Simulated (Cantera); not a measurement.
Input (Python, Cantera) and output of one run.

```python
import numpy as np
import cantera as ct

gas_names = """
    H HNO HNO2 HNO3 HO2 H2 H2O H2O2 N NH NH2 NH3 NH2OH NO NO2 NO3 N2 N2H2 N2H4 N2O O OH O2 O3
""".split()
cond_names = """
    H2O(s) H2O(L)
""".split()


# ... load() reads the species with a 1 bar reference pressure and builds the phases ...
atoms = {
    'NH3': {'N': 1, 'H': 3},
    'H2O': {'H': 2, 'O': 1},
    'O2': {'O': 2},
}
top_T = {}  # K; cautious upper limits of use, not melting points


# ... equilibrate(T, P, feed) seeds the gas with the atoms and calls Mixture.equilibrate('TP', solver="vcs", rtol=1e-11, max_steps=5000) ...
results = []
feed = {'NH3': 1, 'H2O': 1.1, 'O2': 1.2}  # mol
T = 2048.15  # K
for P in [10, 65, 420, 2700, 17000, 110000, 720000, 4700000, 30000000]:
    mix = equilibrate(T, P, feed)
    results.append((T, P, feed, dict(zip(mix.species_names, mix.species_moles))))
    x = sorted(zip(gas.X, gas.species_names), reverse=True)
    print(f"T = {T:g} K  P = {P:g} Pa  gas = {mix.phase_moles(0):.4g} mol")
    print("   x: " + "  ".join(f"{s} {v:.3e}" for v, s in x if v > 0.001))
    print("   condensed (mol): " + ("  ".join(f"{mix.phase(i).name} {mix.phase_moles(i):.4g}"
          for i in range(1, mix.n_phases) if mix.phase_moles(i) > 1e-12) or "none"))
```

It prints:

```
T = 2048.15 K  P = 10 Pa  gas = 3.96 mol
   x: H2O 5.399e-01  O2 1.271e-01  N2 1.249e-01  H2 6.233e-02  H 5.596e-02  OH 5.280e-02  O 3.423e-02  NO 2.700e-03
   condensed (mol): none
T = 2048.15 K  P = 65 Pa  gas = 3.705 mol
   x: H2O 6.465e-01  N2 1.336e-01  O2 1.232e-01  OH 3.590e-02  H2 2.974e-02  H 1.516e-02  O 1.321e-02  NO 2.748e-03
   condensed (mol): none
T = 2048.15 K  P = 420 Pa  gas = 3.614 mol
   x: H2O 6.933e-01  N2 1.370e-01  O2 1.220e-01  OH 2.326e-02  H2 1.261e-02  O 5.174e-03  H 3.883e-03  NO 2.770e-03
   condensed (mol): none
T = 2048.15 K  P = 2700 Pa  gas = 3.579 mol
   x: H2O 7.135e-01  N2 1.383e-01  O2 1.224e-01  OH 1.483e-02  H2 5.109e-03  NO 2.788e-03  O 2.044e-03
   condensed (mol): none
T = 2048.15 K  P = 17000 Pa  gas = 3.564 mol
   x: H2O 7.226e-01  N2 1.389e-01  O2 1.232e-01  OH 9.438e-03  NO 2.802e-03  H2 2.055e-03
   condensed (mol): none
T = 2048.15 K  P = 110000 Pa  gas = 3.557 mol
   x: H2O 7.270e-01  N2 1.391e-01  O2 1.239e-01  OH 5.944e-03  NO 2.813e-03
   condensed (mol): none
T = 2048.15 K  P = 720000 Pa  gas = 3.554 mol
   x: H2O 7.294e-01  N2 1.393e-01  O2 1.244e-01  OH 3.726e-03  NO 2.820e-03
   condensed (mol): none
T = 2048.15 K  P = 4.7e+06 Pa  gas = 3.552 mol
   x: H2O 7.306e-01  N2 1.393e-01  O2 1.247e-01  NO 2.824e-03  OH 2.335e-03
   condensed (mol): none
T = 2048.15 K  P = 3e+07 Pa  gas = 3.551 mol
   x: H2O 7.313e-01  N2 1.393e-01  O2 1.249e-01  NO 2.826e-03  OH 1.470e-03
   condensed (mol): none
```

Method: chemical equilibrium by Gibbs-energy minimisation in Cantera with the NASA 1993 tables (ideal gas, pure condensed phases). The ideal-gas law is rough above about 30 bar.
